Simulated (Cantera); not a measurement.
An isothermal, constant-pressure homogeneous reactor starts with 21.9 % H2, 78.1 % O2, at 925 K and 10.00 Torr.

Detailed kinetics in Cantera: GRI-Mech 3.0 (53 species, 325 reactions). Radical loss at walls, strong at low pressure, is not modelled. Below about 950 K walls govern HO2 and H2O2 in real vessels. The temperature is held fixed by assumption; the heat of reaction is taken as removed at once.

One state of this run: x H2 = 7.25e-5; x O2 = 0.754; x H2O2 = 2.16e-7; x H = 2.41e-6; x HO2 = 2.18e-6; x H2O = 0.245; x OH = 8.97e-5. x: mole fraction; the columns are a selection and need not sum to one.

Q: Which value of t (s) does it belong to?
A) 0.122
B) 1.11
C) 0.0408
D) 0.000500

A: A, 0.122
